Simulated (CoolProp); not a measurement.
R507A at 344.63 K and 6.9 MPa is throttled through a valve to 4.26 MPa with no heat exchange. Each further row changes one setting.

Computed with CoolProp (reference Helmholtz-energy equation of state, Lemmon 2003). It is a pseudo-pure fit of the blend.

```json
[
 {"case": "as stated", "temperature change (K)": "-4.2", "final phase": "liquid", "final density (kg/m³)": "800"},
 {"case": "outlet pressure 1.28 MPa", "temperature change (K)": "-46.5", "final phase": "___", "final density (kg/m³)": "125"},
 {"case": "outlet pressure 5.54 MPa", "temperature change (K)": "___", "final phase": "liquid", "final density (kg/m³)": "___"}
]
```

Some entries are withheld; supply them.


- outlet pressure 1.28 MPa, final phase: two-phase, vapour fraction 0.519
- outlet pressure 5.54 MPa, temperature change (K): -1.8
- outlet pressure 5.54 MPa, final density (kg/m³): 838
